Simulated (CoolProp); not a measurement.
Vapour-liquid equilibrium of trans-2-butene (1) + acetone (2) at 339.1 K; x and y are mole fractions of (1).

The numbers come from the multi-fluid Helmholtz-energy mixture model, Lemmon 2005 and Lemmon 2006; pair parameters Bell 2016 in CoolProp.

| x | bubble pressure, mixture model (bar) | bubble pressure, Raoult's law (bar) | y, mixture model | y, Raoult's law |
|---|---|---|---|---|
| 0.05 | … | 1.694 | 0.349 | 0.213 |
| 0.125 | 3.030 | 2.129 | … | 0.423 |
| 0.2 | … | 2.564 | 0.670 | 0.562 |
| 0.275 | 4.413 | 2.998 | 0.730 | 0.660 |
| 0.35 | 4.906 | 3.433 | 0.769 | 0.734 |
| 0.425 | 5.300 | 3.868 | … | 0.791 |
| 0.5 | 5.623 | 4.303 | 0.820 | 0.837 |
| 0.575 | … | 4.737 | 0.839 | 0.874 |
| 0.65 | … | 5.172 | 0.858 | 0.905 |
| 0.725 | … | 5.607 | 0.878 | 0.931 |
| 0.8 | 6.614 | 6.042 | 0.901 | 0.954 |
| 0.875 | 6.845 | 6.477 | 0.930 | 0.973 |
| 0.95 | 7.067 | 6.911 | 0.968 | 0.990 |

### Question
Some entries are withheld; supply them.

### Answer

- 0.05, bubble pressure, mixture model (bar): 2.106
- 0.125, y, mixture model: 0.567
- 0.2, bubble pressure, mixture model (bar): 3.795
- 0.425, y, mixture model: 0.797
- 0.575, bubble pressure, mixture model (bar): 5.898
- 0.65, bubble pressure, mixture model (bar): 6.146
- 0.725, bubble pressure, mixture model (bar): 6.382

The largest gap from Raoult's law is +48.0 % in bubble pressure, at x = 0.2. No azeotrope shows between x = 0.05 and 0.95.

Pair parameters are fitted to limited data, so mixtures are less certain than the pure fluids.
